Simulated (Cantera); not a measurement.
Feed: 1 mol BN, 28 mol Cl₂, 1.3 mol H₂, equilibrated at 0.0465 Torr.

Method: chemical equilibrium by Gibbs-energy minimisation in Cantera with the NASA 1993 tables (ideal gas, pure condensed phases). Candidate condensed phases: B, BN, NH₄Cl; 21 gas species. Equilibrium is a limit: real reactors are often held back by kinetics, nucleation or transport. All values below are at 1075 °C.

Base state: Cl 0.803, Cl₂ 0.114, HCl 0.0531, BCl₃ 0.0204, N₂ 0.0102 (mole fractions); condensed: gas only.

**Question.** What changes in the equilibrium state with this change: H₂ from 1.3 to 0.46 mol?

**Answer.** 
```
species  before   after
-------  ------  ------
Cl        0.803   0.829
Cl₂       0.114   0.121
BCl₃     0.0204  0.0206
HCl      0.0531  0.0189
N₂       0.0102  0.0103
```
